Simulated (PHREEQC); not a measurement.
Na2HPO4 is added in steps, without added water, to 1 kg of water holding 7.4 mmol/kgw HCl, at 20 °C. O2 is buffered at 0.21 atm. The system is closed to CO2. Only these solids could form: Halite.

Base run: PHREEQC, ion-association model, phreeqc.dat. Each further column changes one thing. The table gives pH.

```csv
Na2HPO4 added (mol),base,HCl from 0.0074 to 0.00666 mol/kgw,HCl from 0.0074 to 0.00074 mol/kgw,diluted 5-fold with water,no solid may form
0,2.17,2.21,3.14,2.85,2.17
0.001375,2.30,2.35,7.07,4.07,2.30
0.00275,2.46,(withheld),(withheld),(withheld),2.46
0.004125,2.66,2.78,7.74,(withheld),2.66
0.0055,2.95,3.17,7.86,7.49,2.95
0.006875,3.56,5.58,7.96,7.60,3.56
0.00825,6.11,6.42,8.03,7.69,6.11
0.009625,6.51,6.68,8.09,7.75,6.51
0.011,6.70,6.83,8.14,7.81,6.70
```

What belongs in the gaps?


- 0.00275, HCl from 0.0074 to 0.00666 mol/kgw: 2.54
- 0.00275, HCl from 0.0074 to 0.00074 mol/kgw: 7.53
- 0.00275, diluted 5-fold with water: 7.04
- 0.004125, diluted 5-fold with water: 7.33
